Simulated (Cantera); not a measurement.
Silicon etching in halogen gases: Si + F2

A closed system holds: 1 mol Si, 1.6 mol F2, equilibrated at 573 K and 1.33 mbar.

Cantera equilibrium calculation (NASA polynomials, part measured and part estimated; ideal gas, pure solids and liquids). Candidate condensed phases: Si; 9 gas species. The numbers say what is thermodynamically allowed, not how fast it happens.

```yaml
x(SiF4): 1.00
n(Si(s)): 0.200 mol
gas_amount: 0.8000 mol
```
